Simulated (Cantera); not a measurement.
Feed: 1 mol Si2Cl6, 0.65 mol HCl, 25 mol N2, held at 1450 K.

Cantera equilibrium calculation (NASA polynomials, part measured and part estimated; ideal gas, pure solids and liquids). Candidate condensed phases: NH4Cl, Si, Si3N4; 28 gas species. The feed counts by its element totals alone. N2 is the only nitrogen source here; it is nearly inert below about 1500 K, so the nitride shown seldom forms there in practice. The tables' values for SiCl3 are old estimates; treat these amounts as uncertain. Kinetics and transport are ignored.

x: gas mole fraction; n: condensed amount in mol.

| P (Pa) | x N2 | x SiCl4 | x SiCl2 | x HCl | x SiCl3 | x Cl | x H2 | n Si3N4(s) |
|---|---|---|---|---|---|---|---|---|
| 100 | 0.903 | 0.0281 | 0.0292 | 0.0234 | 0.0150 | 0.00114 | ? | 0 |
| 350 | 0.904 | 0.0286 | 0.0287 | 0.0233 | 0.0150 | 0.000330 | ? | 0 |
| 1300 | 0.904 | 0.0289 | 0.0284 | 0.0229 | 0.0150 | 9.00e-5 | ? | 0 |
| 4500 | 0.910 | 0.0362 | 0.0177 | 0.0227 | 0.0133 | 3.68e-5 | ? | 0.0530 |
| 16000 | 0.915 | 0.0453 | 0.00687 | 0.0228 | 0.00923 | 1.86e-5 | ? | 0.112 |
| 56000 | 0.918 | 0.0502 | 0.00255 | 0.0227 | 0.00592 | 9.19e-6 | ? | 0.139 |
| 200000 | 0.919 | 0.0530 | 0.000905 | 0.0225 | 0.00362 | 4.43e-6 | ? | 0.150 |

Q: Complete the blanks.

A: 
- 100, x H2: 2.52e-5
- 350, x H2: 8.45e-5
- 1300, x H2: 0.000295
- 4500, x H2: 0.000500
- 16000, x H2: 0.000557
- 56000, x H2: 0.000647
- 200000, x H2: 0.000764
